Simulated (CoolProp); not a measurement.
Aqueous methanol as a coolant, at -11 °C, 1 atm.

The numbers come from the Melinder's fits for secondary coolants in CoolProp.

```
mass %  freezing point (°C)  density (kg/m³)  conductivity (W/(m K))  cp (kJ/(kg K))  Prandtl number
------  -------------------  ---------------  ----------------------  --------------  --------------
22                    -17.0            972.5                   0.442           3.974            49.1
28.7                  -24.2       (withheld)                   0.414      (withheld)            54.0
35.5                  -32.5            957.6              (withheld)      (withheld)            55.8
42.2             (withheld)            948.2                   0.363      (withheld)            54.6
49                    -52.8            937.2              (withheld)           3.353            50.9
```

**Question.** Complete the blanks.

**Answer.** 
- 28.7, density (kg/m³): 965.7
- 28.7, cp (kJ/(kg K)): 3.807
- 35.5, conductivity (W/(m K)): 0.388
- 35.5, cp (kJ/(kg K)): 3.652
- 42.2, freezing point (°C): -41.9
- 42.2, cp (kJ/(kg K)): 3.507
- 49, conductivity (W/(m K)): 0.340
